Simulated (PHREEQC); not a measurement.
Solution (25 °C): 0.011 mol NH3 and 0.0029 mol NaAlO2 per kg of water. Closed to the air; pH follows from the charge balance.

Computed with PHREEQC (ion-association model, phreeqc.dat).

```tsv
quantity	before	after
pH	10.63	11.14
ionic strength (mol/kgw)	0.00336	0.00333
```

What was changed between the two runs?
A. NH3 replaced by (NH4)2CO3 at the same molality
B. NH3 left out
C. temperature from 25 to 10 °C
D. NaAlO2 replaced by NaHF2 at the same molality
E. NaAlO2 left out

C, temperature from 25 to 10 °C

Precipitation was switched off in this run. Some of these states are supersaturated (in Gibbsite (slow to form), for instance). Away from 25 °C the constants follow the database's enthalpies or fits; those with neither stay at their 25 °C values.
